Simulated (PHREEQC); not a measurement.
Make-up at 95 °C: 0.002 mol HF, 0.00048 mol H2SiF6, 0.015 mol H3PO4 and 0.00031 mol H2SO4 per kg of water. Closed to the air; pH follows from the charge balance.

Computed with PHREEQC (ion-association model, phreeqc.dat).

Each row changes one thing in this solution. This is a speciation only: nothing precipitates in the calculation.

```tsv
case	pH	ionic strength (mol/kgw)	HF (mol/kgw)	F- (mol/kgw)	HF2- (mol/kgw)	SiF6-2 (mol/kgw)	SI of Quartz (SiO2)
as made	2.23	0.00652	0.00473	0.000145	2.77e-6	3.56e-8	-0.17
H3PO4 left out	2.95	0.00136	0.00421	0.000648	1.10e-5	4.02e-7	-0.17
HF replaced by NaF at the same molality	2.32	0.00735	0.00470	0.000178	3.38e-6	5.27e-8	-0.17
H2SiF6 replaced by Na2SiF6 at the same molality	2.27	0.00690	(withheld)	0.000160	3.04e-6	4.28e-8	-0.17
HF from 0.002 to 0.0018 mol/kgw	2.23	0.00651	0.00454	0.000139	2.55e-6	2.78e-8	-0.17
H2SO4 left out	2.25	0.00618	0.00472	0.000150	2.87e-6	3.79e-8	-0.17
temperature from 95 to 10 °C	2.07	0.00994	0.00217	(withheld)	1.76e-6	0.000410	+0.06
```

Task: Fill in the missing entries.

Result: 
- H2SiF6 replaced by Na2SiF6 at the same molality, HF (mol/kgw): 0.00471
- temperature from 95 to 10 °C, F- (mol/kgw): 0.000245

Species that the database lacks are ignored. Some of these states are supersaturated (in Quartz (slow to form), for instance). At this temperature some constants are extrapolated from 25 °C, and those without enthalpy data are left unchanged. SiF6-2 is the database's only silicon fluoride.
